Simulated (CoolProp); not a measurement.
Vapour pressure (MPa) of propyne: the reference equation beside estimates from Tc = 402.7 K, pc = 5.658 MPa, ω = 0.204.

The numbers come from the reference Helmholtz-energy equation of state, Polt 1992 in CoolProp. This equation is an older, rougher fit; its heat capacities, sound speeds and derivatives of the liquid may be far off and weren't checked against measurements.

| T (K) | reference | van der Waals | Peng-Robinson |
|---|---|---|---|
| 285.2 | ___ | 1.203 | 0.3926 |
| 295.4 | 0.5376 | 1.434 | 0.5389 |
| 305.5 | 0.7165 | 1.689 | 0.7212 |
| 315.6 | 0.9380 | 1.971 | 0.9466 |
| 325.8 | 1.211 | ___ | 1.224 |
| 335.9 | ___ | 2.624 | 1.554 |
| 346 | ___ | 2.993 | ___ |
| 356.2 | 2.391 | 3.398 | ___ |
| 366.3 | 2.928 | 3.830 | 2.953 |
| 376.4 | ___ | ___ | 3.576 |

Problem. What belongs in the gaps?

Solution. 
- 285.2, reference: 0.3941
- 325.8, van der Waals: 2.284
- 335.9, reference: 1.538
- 346, reference: 1.927
- 346, Peng-Robinson: 1.947
- 356.2, Peng-Robinson: 2.414
- 376.4, reference: 3.551
- 376.4, van der Waals: 4.294

Absolute difference from the reference over all 10 rows, mean and median: van der Waals 92.6 and 79.6 %, Peng-Robinson 0.8 and 0.9 %.
